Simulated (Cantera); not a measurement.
Feed: 1 mol V₂O₃, 630 mol H₂, 1.6 mol N₂, equilibrated at 627 °C and 1 atm.

Cantera equilibrium calculation (NASA polynomials, part measured and part estimated; ideal gas, pure solids and liquids). Candidate condensed phases: H₂O, V, VN, VO, V₂O₃, V₂O₄, V₂O₅; 28 gas species. VN: taken at fixed stoichiometry. Condensed phases not in the tables: the oxides between V₂O₃ and V₂O₅ other than VO₂, V₂N. Rates play no part.

What is the equilibrium state?


```json
{
 "x(H₂)": "0.997",
 "x(N₂)": "0.00222",
 "x(H₂O)": "0.000867",
 "x(NH₃)": "5.75e-5",
 "n(VN(s))": "0.365 mol",
 "n(V₂O₃(s))": "0.818 mol",
 "gas_amount": "631.4 mol",
 "log10 activity of V(s) (absent)": "-6.78",
 "log10 activity of V₂O₅(s) (absent)": "-18.78"
}
```
